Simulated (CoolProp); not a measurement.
Vapour-liquid equilibrium of isohexane (1) + n-hexane (2) at 357.2 K; x and y are mole fractions of (1).

Computed with CoolProp (multi-fluid Helmholtz-energy mixture model, Lemmon 2006 and Thol 2019; pair parameters Bell 2016).

Problem. Give the bubble pressure and the first vapour's composition at x = 0.15, 0.25, 0.65. Is there an azeotrope?

Solution. x = 0.15: 1.673 bar, y = 0.184; x = 0.25: 1.721 bar, y = 0.297; x = 0.65: 1.901 bar, y = 0.698. No azeotrope shows between x = 0.05 and 0.95.

The pair parameters rest on a limited set of measurements; away from them the model extrapolates.
